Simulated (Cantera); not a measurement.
# Low-pressure radical oxidation in H2/O2

An isothermal, constant-pressure homogeneous reactor starts with H2 : O2 = 0.044 : 1 (molar parts), at 1125 K and 1.35 Torr.

Computed with Cantera and the H2/O2 subset of GRI-Mech 3.0, which has no nitrogen chemistry. Radical loss at walls, strong at low pressure, is not modelled. The temperature is held fixed by assumption; the heat of reaction is taken as removed at once.

```
t (s)         x H2   x O2       x H    x H2O2      x OH       x O     x H2O
--------  --------  -----  --------  --------  --------  --------  --------
2.00e-5     0.0421  0.958  2.16e-11    <1e-12    <1e-12    <1e-12    <1e-12
0.000138    0.0421  0.958  1.33e-10    <1e-12  1.94e-11  2.01e-11  1.41e-12
0.000946    0.0421  0.958  6.70e-10    <1e-12  5.20e-10  6.58e-10  2.88e-10
0.00650     0.0421  0.958   3.22e-8  5.33e-12   4.27e-8   7.09e-8   9.60e-8
0.0447    0.000997  0.925   0.00811   1.39e-8   0.00274    0.0270    0.0357
0.308     0.000541  0.929   0.00577   9.90e-9   0.00214    0.0250    0.0378
2.11      0.000237  0.945   0.00156   1.09e-8   0.00143    0.0103    0.0410
14.5       1.55e-5  0.956   2.52e-5   7.11e-9  0.000367  0.000655    0.0428
100        5.24e-7  0.957   1.57e-7   1.45e-9   6.78e-5   2.22e-5    0.0430
```
x: mole fraction; the columns are a selection and need not sum to one.

Equilibrium at this temperature and pressure: H2 2.52e-9, O2 0.957, H 5.29e-11, H2O2 2.09e-11, OH 4.71e-6, O 1.07e-7, H2O 0.0431 (gas phase only).
